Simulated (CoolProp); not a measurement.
CHF3 (R23) along the isotherm -56.25 °C: Z from the reference equation and from simpler models built on Tc = 26.1 °C, pc = 4.832 MPa, ω = 0.263; each cubic takes its own stable root.

Values from CoolProp's reference Helmholtz-energy equation of state, Penoncello 2003.

```
p (MPa)   phase  reference
-------  ------  ---------
1.73     liquid    0.04984
3.45     liquid    0.09894
5.18     liquid     0.1479
6.9      liquid     0.1962
8.63     liquid     0.2444
10.4     liquid     0.2933
12.1     liquid     0.3400
13.8     liquid     0.3864
15.5     liquid     0.4325
17.3     liquid     0.4810
19       liquid     0.5265
20.7     liquid     0.5718
22.4     liquid     0.6169
24.2     liquid     0.6644
```

Problem. How far does each simpler model (van der Waals, Redlich-Kwong, Soave-Redlich-Kwong, Peng-Robinson) lie from the reference over these 14 states: mean and median of the absolute difference, and the worst?

Solution. 
- van der Waals: mean 68.7 %, median 67.8 %, worst +76.5 % at -56.25 °C and 1.73 MPa
- Redlich-Kwong: mean 19.6 %, median 19.4 %, worst +22.3 % at -56.25 °C and 1.73 MPa
- Soave-Redlich-Kwong: mean 16.0 %, median 15.9 %, worst +17.2 % at -56.25 °C and 1.73 MPa
- Peng-Robinson: mean 2.9 %, median 2.9 %, worst +3.5 % at -56.25 °C and 1.73 MPa
